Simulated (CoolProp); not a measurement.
Vapour-liquid equilibrium of R143a (1) + R134a (2) at 215.6 K; x and y are mole fractions of (1).

The numbers come from the multi-fluid Helmholtz-energy mixture model, Lemmon and Jacobsen 2000 and Tillner-Roth 1994; pair parameters Lemmon 2004 in CoolProp.

Task: Give the bubble pressure and the first vapour's composition at x = 0.05, 0.2, 0.35. Is there an azeotrope?

Result: x = 0.05: 0.02066 MPa, y = 0.143; x = 0.2: 0.02688 MPa, y = 0.443; x = 0.35: 0.03316 MPa, y = 0.631. No azeotrope shows between x = 0.05 and 0.95.

The pair parameters rest on a limited set of measurements; away from them the model extrapolates.
